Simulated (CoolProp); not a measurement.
Vapour-liquid equilibrium of R227EA (1) + isobutane (2) at 0.423 MPa; x and y are mole fractions of (1).

Values from CoolProp's multi-fluid Helmholtz-energy mixture model, Lemmon 2016 and Bücker 2006; pair parameters Bell 2016.

Give the bubble temperature and the first vapour's composition at x = 0.275, 0.5, 0.65. Is there an azeotrope?

x = 0.275: 290.2 K, y = 0.448; x = 0.5: 288.5 K, y = 0.544; x = 0.65: 288.6 K, y = 0.607. y crosses x between x = 0.5 and 0.575: the model has an azeotrope there.

The pair parameters rest on a limited set of measurements; away from them the model extrapolates.
